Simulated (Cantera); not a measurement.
Input: 1 mol Si3N4, 1 mol N2O, 3.6 mol N2, equilibrated at 1723 K and 2900 Pa.

Cantera equilibrium calculation (NASA polynomials, part measured and part estimated; ideal gas, pure solids and liquids). Candidate condensed phases: Si, SiO2, Si2N2O, Si3N4; 16 gas species. Mutual solubility and eutectic melting of coexisting phases are not modelled. Rates play no part.

Base state: N2 0.999, SiO 0.00138 (mole fractions); condensed: Si2N2O(s) + Si3N4(s).

### Question
What changes in the equilibrium state with this change: temperature from 1723 K to 1548.15 K?

### Answer
```csv
species,before,after
N2,0.999,1.000
SiO,0.00138,1.48e-5
"Si2N2O(s), mol",0.993,1.000
"Si3N4(s), mol",0.336,0.333
```

### Question
What changes in the equilibrium state with this change: temperature from 1723 K to 1998 K?

### Answer
```json
[
 {"species": "N2", "before": "0.999", "after": "0.867"},
 {"species": "SiO", "before": "0.00138", "after": "0.131"},
 {"species": "Si", "before": "6.38e-6", "after": "0.00147"},
 {"species": "Si2", "before": "5.69e-9", "after": "1.51e-5"},
 {"species": "Si2N", "before": "2.02e-7", "after": "8.00e-5"},
 {"species": "Si2N2O(s), mol", "before": "0.993", "after": "0"},
 {"species": "Si3N4(s), mol", "before": "0.336", "after": "0"},
 {"species": "Si(l), mol", "before": "0", "after": "1.99"}
]
```
The tables' values for SiN are old estimates; treat these amounts as uncertain.
